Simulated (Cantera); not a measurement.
A Cantera script and what it prints.

```python
import numpy as np
import cantera as ct

gas_names = [...]  # 148 gases of nasa_gas.yaml made of Al, C, H, N, O
cond_names = """
    AL(cr) AL(L) ALN(s) AL2O3(a) AL2O3(L) C(gr) C6H6(L) C7H8(L) C8H18(L),n-octa H2O(s) H2O(L)
""".split()


# ... load() reads the species with a 1 bar reference pressure and builds the phases ...
atoms = {
    'Al(CH3)3': {'AL': 1, 'C': 3, 'H': 9},
    'H2O': {'H': 2, 'O': 1},
    'N2': {'N': 2},
}
top_T = {'ALN(s)': 2750, 'C(gr)': 4500}  # K; cautious upper limits of use, not melting points


# ... equilibrate(T, P, feed) seeds the gas with the atoms and calls Mixture.equilibrate('TP', solver="vcs", rtol=1e-11, max_steps=5000) ...
results = []
feed = {'Al(CH3)3': 1, 'H2O': 8.3, 'N2': 590}  # mol
T = 1748.15  # K
P = 57  # Pa
mix = equilibrate(T, P, feed)
results.append((T, P, feed, dict(zip(mix.species_names, mix.species_moles))))
print(gas.report(threshold=1e-05))
for i in range(1, mix.n_phases):
    print(f"{mix.phase(i).name:16s} {mix.phase_moles(i):12.5e} mol")
```

Output:

```
       temperature   1748.2 K
          pressure   57 Pa
           density   0.00010803 kg/m^3
  mean mol. weight   27.548 kg/kmol
   phase of matter   gas

                          1 kg             1 kmol
                     ---------------   ---------------
          enthalpy        1.6444e+06        4.5302e+07  J
   internal energy        1.1168e+06        3.0767e+07  J
           entropy             11242        3.0969e+05  J/K
    Gibbs function       -1.8008e+07       -4.9609e+08  J
 heat capacity c_p            1289.2             35515  J/K
 heat capacity c_v            987.36             27200  J/K

                      mass frac. Y      mole frac. X     chem. pot. / RT
                     ---------------   ---------------   ---------------
                CO         0.0045422         0.0044673           -47.738
               CO2         0.0007697        0.00048181           -73.154
                 H        4.2609e-05         0.0011645           -15.373
                H2         0.0010806          0.014767           -30.745
               H2O         0.0037627         0.0057539           -56.161
                N2           0.98978           0.97333           -33.993
                OH        1.6349e-05        2.6482e-05           -40.789
     [ +141 minor]        6.2259e-06        6.4476e-06

AL(L)             0.00000e+00 mol
ALN(s)            0.00000e+00 mol
AL2O3(a)          4.99993e-01 mol
C(gr)             0.00000e+00 mol
```

Method: chemical equilibrium by Gibbs-energy minimisation in Cantera with the NASA 1993 tables (ideal gas, pure condensed phases). The feed counts by its element totals alone.
